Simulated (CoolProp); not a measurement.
Propylene at several states: Z from the reference equation and from simpler models built on Tc = 91.1 °C, pc = 4555 kPa, ω = 0.146; each cubic takes its own stable root.

Model: reference Helmholtz-energy equation of state, Lemmon 2013, in CoolProp.

| T (°C) | p (kPa) | phase | reference | van der Waals | Redlich-Kwong | Soave-Redlich-Kwong | Peng-Robinson |
|---|---|---|---|---|---|---|---|
| -145.15 | 26.6 | liquid | 0.001456 | 0.002355 | 0.001579 | (withheld) | (withheld) |
| -115.65 | 1360 | liquid | 0.06333 | (withheld) | (withheld) | (withheld) | 0.06056 |
| 128.75 | 16800 | supercritical | 0.5389 | (withheld) | (withheld) | 0.5919 | 0.5379 |

Q: What belongs in the gaps?

A: 
- -145.15, Soave-Redlich-Kwong: 0.001582
- -145.15, Peng-Robinson: 0.001412
- -115.65, van der Waals: 0.1013
- -115.65, Redlich-Kwong: 0.06815
- -115.65, Soave-Redlich-Kwong: 0.06801
- 128.75, van der Waals: 0.6882
- 128.75, Redlich-Kwong: 0.5799
